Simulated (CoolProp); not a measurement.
Vapour-liquid equilibrium of n-heptane (1) + toluene (2) at 492 kPa; x and y are mole fractions of (1).

Values from CoolProp's multi-fluid Helmholtz-energy mixture model, Span 2003 and Lemmon 2006; pair parameters Bell 2016.

Problem. Give the bubble temperature and the first vapour's composition at x = 0.575, 0.8, 0.875. Is there an azeotrope?

Solution. x = 0.575: 439.3 K, y = 0.623; x = 0.8: 437.4 K, y = 0.819; x = 0.875: 436.9 K, y = 0.886. No azeotrope shows between x = 0.05 and 0.95.

The pair parameters rest on a limited set of measurements; away from them the model extrapolates.
